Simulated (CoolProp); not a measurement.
Values from CoolProp's reference Helmholtz-energy equation of state, Lemmon 2005.

Problem. For R125, give the phase and the speed of sound (m/s), Prandtl number at 318.1 K and 4460 kPa; 196.7 K and 13.7 kPa.

Solution. 
- 318.1 K and 4460 kPa: liquid; speed of sound 285, Prandtl number 3.09
- 196.7 K and 13.7 kPa: gas; speed of sound 123, Prandtl number 0.773

Viscosity comes from a separate model (Huber 2006). Thermal conductivity comes from a separate model (Perkins 2006).
